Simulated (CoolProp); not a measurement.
Oxygen along the isotherm 166 K: fugacity coefficient from the reference equation and from simpler models built on Tc = 154.6 K, pc = 5046 kPa, ω = 0.022; each cubic takes its own stable root.

Computed with CoolProp (reference Helmholtz-energy equation of state, Schmidt 1985).

```csv
p (kPa),phase,reference
3360,gas,0.8257
6730,supercritical,0.6537
10100,supercritical,0.5067
13500,supercritical,0.4252
16800,supercritical,0.3785
20200,supercritical,0.3479
23500,supercritical,0.3284
26900,supercritical,0.3150
30300,supercritical,0.3063
33600,supercritical,0.3013
37000,supercritical,0.2987
40400,supercritical,0.2982
43700,supercritical,0.2994
47100,supercritical,0.3020
50500,supercritical,0.3060
```

Task: How far does each simpler model (van der Waals, Redlich-Kwong, Soave-Redlich-Kwong, Peng-Robinson) lie from the reference over these 15 states: mean and median of the absolute difference, and the worst?

Result: 
- van der Waals: mean 17.9 %, median 17.4 %, worst +38.5 % at 166 K and 50500 kPa
- Redlich-Kwong: mean 2.8 %, median 3.5 %, worst +3.9 % at 166 K and 40400 kPa
- Soave-Redlich-Kwong: mean 3.2 %, median 4.0 %, worst +4.3 % at 166 K and 40400 kPa
- Peng-Robinson: mean 6.8 %, median 6.3 %, worst -11.5 % at 166 K and 50500 kPa
